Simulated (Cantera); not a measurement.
A Cantera script and what it prints.

```python
import numpy as np
import cantera as ct

gas_names = """
    H HNO HNO2 HNO3 HO2 H2 H2O H2O2 H2S H2SO4 N NH NH2 NH3 NH2OH NO NO2 NO3 N2 N2H2 N2H4 N2O O OH O2 O3
    S SH SN SO SO2 SO3 S2 S2O S8
""".split()
cond_names = """
    H2O(s) H2O(L) H2SO4(L) S(cr1) S(cr2) S(L)
""".split()


# ... load() reads the species with a 1 bar reference pressure and builds the phases ...
atoms = {
    'NH3': {'N': 1, 'H': 3},
    'SO2': {'S': 1, 'O': 2},
    'N2': {'N': 2},
}
top_T = {}  # K; cautious upper limits of use, not melting points


# ... equilibrate(T, P, feed) seeds the gas with the atoms and calls Mixture.equilibrate('TP', solver="vcs", rtol=1e-11, max_steps=5000) ...
results = []
feed = {'NH3': 1, 'SO2': 0.37, 'N2': 2.3}  # mol
P = 1333.22  # Pa
for T in [798, 998, 1198, 1398, 1598, 1798, 1998, 2198, 2398]:
    mix = equilibrate(T, P, feed)
    results.append((T, P, feed, dict(zip(mix.species_names, mix.species_moles))))
    x = sorted(zip(gas.X, gas.species_names), reverse=True)
    print(f"T = {T:g} K  P = {P:g} Pa  gas = {mix.phase_moles(0):.4g} mol")
    print("   x: " + "  ".join(f"{s} {v:.3e}" for v, s in x if v > 0.0001))
    print("   condensed (mol): " + ("  ".join(f"{mix.phase(i).name} {mix.phase_moles(i):.4g}"
          for i in range(1, mix.n_phases) if mix.phase_moles(i) > 1e-12) or "none"))
```

Output:

```
T = 798 K  P = 1333.22 Pa  gas = 4.3 mol
   x: N2 6.512e-01  H2O 1.721e-01  H2 9.073e-02  H2S 8.601e-02
   condensed (mol): none
T = 998 K  P = 1333.22 Pa  gas = 4.312 mol
   x: N2 6.494e-01  H2O 1.716e-01  H2 9.595e-02  H2S 8.033e-02  S2 2.728e-03
   condensed (mol): none
T = 1198 K  P = 1333.22 Pa  gas = 4.385 mol
   x: N2 6.386e-01  H2O 1.682e-01  H2 1.278e-01  H2S 4.599e-02  S2 1.895e-02  SO2 2.733e-04  SH 1.774e-04
   condensed (mol): none
T = 1398 K  P = 1333.22 Pa  gas = 4.446 mol
   x: N2 6.298e-01  H2O 1.630e-01  H2 1.547e-01  S2 3.063e-02  H2S 1.930e-02  SO2 1.600e-03  SH 7.223e-04  SO 2.082e-04
   condensed (mol): none
T = 1598 K  P = 1333.22 Pa  gas = 4.482 mol
   x: N2 6.247e-01  H2 1.723e-01  H2O 1.531e-01  S2 3.269e-02  H2S 8.367e-03  SO2 5.260e-03  SH 1.751e-03  SO 1.416e-03  H 1.913e-04  S 1.854e-04
   condensed (mol): none
T = 1798 K  P = 1333.22 Pa  gas = 4.518 mol
   x: N2 6.198e-01  H2 1.888e-01  H2O 1.370e-01  S2 2.868e-02  SO2 1.064e-02  SO 5.374e-03  H2S 4.020e-03  SH 3.192e-03  H 1.325e-03  S 1.072e-03  S2O 1.157e-04
   condensed (mol): none
T = 1998 K  P = 1333.22 Pa  gas = 4.569 mol
   x: N2 6.128e-01  H2 2.026e-01  H2O 1.180e-01  S2 2.091e-02  SO2 1.508e-02  SO 1.329e-02  H 6.254e-03  SH 4.632e-03  S 3.931e-03  H2S 2.009e-03  OH 3.623e-04  S2O 1.056e-04
   condensed (mol): none
T = 2198 K  P = 1333.22 Pa  gas = 4.655 mol
   x: N2 6.015e-01  H2 2.070e-01  H2O 1.000e-01  SO 2.351e-02  H 2.194e-02  SO2 1.683e-02  S2 1.160e-02  S 9.660e-03  SH 5.222e-03  OH 1.475e-03  H2S 9.308e-04  NO 1.129e-04  O 1.090e-04
   condensed (mol): none
T = 2398 K  P = 1333.22 Pa  gas = 4.799 mol
   x: N2 5.832e-01  H2 1.936e-01  H2O 8.409e-02  H 6.003e-02  SO 3.132e-02  S 1.611e-02  SO2 1.608e-02  OH 4.781e-03  S2 4.405e-03  SH 4.353e-03  O 9.935e-04  NO 4.787e-04  H2S 3.550e-04  O2 1.787e-04
   condensed (mol): none
```

Method: chemical equilibrium by Gibbs-energy minimisation in Cantera with the NASA 1993 tables (ideal gas, pure condensed phases). Gases not in the tables: S3 to S7.
